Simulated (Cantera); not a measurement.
A freely propagating, adiabatic, planar premixed flame of CO : H2 : CH4 : O2 : N2 : CO2 = 1 : 0.21 : 0.41 : 1.7 : 6.38 : 0.36 (molar parts), equivalence ratio 0.84, unburnt at 500 K and 7050 Torr; mixture-averaged transport, grid criteria slope 0.08 and curve 0.16, no radiation.

Detailed kinetics in Cantera: GRI-Mech 3.0 (53 species, 325 reactions). Burning velocities carry a grid error of a few per cent, more on coarse grids.

What does this change do: CO2 0.36 to 0.46 parts?


```csv
quantity,before,after
laminar burning velocity,40.0 cm/s,37.5 cm/s
thermal thickness,0.0741 mm,0.0775 mm
peak x(CH2),6.37e-6,5.83e-6
peak x(C2H2),4.31e-6,4.29e-6
```
